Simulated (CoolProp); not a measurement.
Vapour-liquid equilibrium of CH2F2 (R32) (1) + R227EA (2) at 254.9 K; x and y are mole fractions of (1).

Computed with CoolProp (multi-fluid Helmholtz-energy mixture model, Tillner-Roth 1997 and Lemmon 2016; pair parameters Bell 2016).

```csv
x,"bubble pressure, mixture model (kPa)","bubble pressure, Raoult's law (kPa)","y, mixture model","y, Raoult's law"
0.05,114.3,110.2,0.217,0.197
0.2,179.4,161.2,(withheld),0.537
0.35,240.0,212.2,0.724,0.714
0.5,292.2,263.2,(withheld),0.823
0.65,337.0,314.2,0.875,0.896
0.8,(withheld),365.2,(withheld),0.949
0.95,419.1,416.2,0.980,0.989
```

Task: Fill in the missing entries.

Result: 
- 0.2, y, mixture model: 0.565
- 0.5, y, mixture model: 0.813
- 0.8, bubble pressure, mixture model (kPa): 378.1
- 0.8, y, mixture model: 0.926

The largest gap from Raoult's law is +13.1 % in bubble pressure, at x = 0.35. No azeotrope shows between x = 0.05 and 0.95.

Pair parameters are fitted to limited data, so mixtures are less certain than the pure fluids.
